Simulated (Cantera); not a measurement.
**Aluminium nitride and oxide growth: Al(CH₃)₃ + O₂ + N₂**

Feed: 1 mol Al(CH₃)₃, 0.72 mol O₂, 21 mol N₂, at 1.00 bar.

These are equilibrium values from Cantera (NASA tables, ideal gas, pure condensed phases), not measurements of a reactor. Candidate condensed phases: Al, AlN, Al₂O₃, C, C₆H₆, C₇H₈, C₈H₁₈, H₂O; 148 gas species. The feed counts by its element totals alone. Mutual solubility and eutectic melting of coexisting phases are not modelled. Condensed phases not in the tables: aluminium oxynitride. Kinetics and transport are ignored.

| T (°C) | log p N₂ | log p H₂ | log p CO | log p HCN | log p H | log p HNC | log p C₂H₂ (acetylene) | log p CH₄ | n AlN(s) | n Al₂O₃(s) | n C(graphite) |
|---|---|---|---|---|---|---|---|---|---|---|---|
| 1277 | -0.10 | -0.76 | -1.62 | -3.26 | -4.88 | -4.96 | -5.56 | -4.21 | 0.454 | 0.273 | 2.36 |
| 1327 | -0.10 | -0.77 | -1.38 | -3.12 | -4.65 | -4.76 | -5.33 | -4.32 | 0.762 | 0.119 | 1.90 |
| 1377 | -0.11 | -0.77 | -1.26 | -3.00 | -4.43 | -4.58 | -5.11 | -4.42 | 1.00 | 0 | 1.53 |
| 1427 | -0.11 | -0.77 | -1.26 | -2.88 | -4.22 | -4.40 | -4.91 | -4.50 | 1.000 | 0 | 1.52 |
| 1477 | -0.11 | -0.77 | -1.26 | -2.76 | -4.02 | -4.23 | -4.71 | -4.58 | 1.000 | 0 | 1.51 |
| 1527 | -0.11 | -0.77 | -1.26 | -2.65 | -3.83 | -4.07 | -4.53 | -4.66 | 1.000 | 0 | 1.50 |
| 1577 | -0.11 | -0.77 | -1.26 | -2.55 | -3.66 | -3.92 | -4.36 | -4.73 | 1.000 | 0 | 1.48 |
| 1627 | -0.11 | -0.77 | -1.26 | -2.45 | -3.49 | -3.78 | -4.19 | -4.80 | 1.000 | 0 | 1.46 |
log p: log10 of the partial pressure in bar; n: condensed amount in mol.

From 1277 °C to 1327 °C the condensed part is AlN(s) + Al₂O₃(s) + C(graphite). From 1377 °C to 1627 °C the condensed part is AlN(s) + C(graphite).
